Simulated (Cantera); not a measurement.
Mixture: C₃H₈ : O₂ : N₂ = 1 : 7.04 : 46.5 (molar parts), equivalence ratio 0.71, at 1.78 atm, adiabatic and at constant volume. Ignition delay is the time to a rise of 400 K.

Computed with Cantera and GRI-Mech 3.0 (53 species, 325 reactions). GRI-Mech 3.0 was tuned for natural gas; its chemistry of propane as a main component is partial and can be far from experiment.

Q: Predict: delay at 1225 K; delay at 1300 K; delay at 1375 K; delay at 1450 K; delay at 1525 K; delay at 1600 K; apparent activation energy between 1450 and 1600 K.

A: 
```
Property                                                Result
--------------------------------------------------  ----------
delay at 1225 K                                        3.67 ms
delay at 1300 K                                       0.934 ms
delay at 1375 K                                       0.293 ms
delay at 1450 K                                       0.112 ms
delay at 1525 K                                        51.9 µs
delay at 1600 K                                        28.0 µs
apparent activation energy between 1450 and 1600 K  180 kJ/mol
```
